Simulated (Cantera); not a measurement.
## Premixed flame

A freely propagating, adiabatic, planar premixed flame of CH4 : C2H6 : O2 : N2 = 1 : 0.18 : 2.19 : 8.24 (molar parts), equivalence ratio 1.2, unburnt at 425 K and 4.93 atm; mixture-averaged transport, grid criteria slope 0.08 and curve 0.16, no radiation.

Detailed kinetics in Cantera: GRI-Mech 3.0 (53 species, 325 reactions). Burning velocities carry a grid error of a few per cent, more on coarse grids.

```
z (mm)   T (K)  u (m/s)     x CH4    x C2H6      x O2    x CH2O     x H2O     x HO2
-------  -----  -------  --------  --------  --------  --------  --------  --------
-0.380     426    0.356    0.0859    0.0155     0.188   2.48e-7  0.000110   9.50e-8
-0.253     431    0.362    0.0853    0.0154     0.187   3.84e-6  0.000983   1.06e-6
-0.190     453    0.381    0.0839    0.0153     0.185   2.38e-5   0.00403   5.39e-6
-0.127     577    0.491    0.0772    0.0146     0.175  0.000213    0.0196   4.31e-5
-0.0633   1093    0.949    0.0510   0.00920     0.127   0.00140    0.0765  0.000242
-0.0316   1527     1.34    0.0277   0.00338    0.0802   0.00138     0.121  0.000201
0         1914     1.69   0.00684  0.000177    0.0336  0.000441     0.160   6.51e-5
0.0316    2082     1.84  0.000597   1.05e-6    0.0102   7.86e-5     0.176   1.25e-5
0.0633    2131     1.88   3.60e-5     <1e-8   0.00352   6.75e-6     0.179   4.18e-6
0.127     2170     1.90   2.82e-7     <1e-8   0.00113   6.12e-8     0.180   1.58e-6
0.253     2202     1.93     <1e-8     <1e-8  0.000453     <1e-8     0.182   5.97e-7
0.506     2224     1.95     <1e-8     <1e-8  0.000156     <1e-8     0.184   1.65e-7
1.01      2234     1.95     <1e-8     <1e-8   5.19e-5     <1e-8     0.184   4.08e-8
```
x: mole fraction of selected species; z is measured from the peak of heat release.

| Item | Value |
|---|---|
| laminar burning velocity | 35.5 cm/s |
| thermal thickness | 0.127 mm |
| peak x(CH2O) | 0.00161 |
| peak x(HO2) | 0.000247 |
| grid points | 152 |
